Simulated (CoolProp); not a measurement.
Saturation properties of n-octane.

Values from CoolProp's reference Helmholtz-energy equation of state, Beckmüller 2019.

```
T (K)  p (MPa)  liquid viscosity (µPa s)  vapour viscosity (µPa s)
-----  -------  ------------------------  ------------------------
385.7  0.06941                       222                      7.30
395.8  0.09317                       205                      7.48
405.8   0.1226                       190                      7.66
415.9   0.1592                       176                      7.84
425.9   0.2033                       163                      8.03
436     0.2569                       152                      8.23
446     0.3200                       ___                      8.45
456.1   0.3951                       ___                      8.68
466.1   0.4819                       121                      8.93
476.1      ___                       112                       ___
```

Complete the blanks.


- 446, liquid viscosity (µPa s): 141
- 456.1, liquid viscosity (µPa s): 130
- 476.1, p (MPa): 0.5826
- 476.1, vapour viscosity (µPa s): 9.21

It boils at 398.8 K under 1 atm.

Viscosity comes from a separate model (Huber 2004).
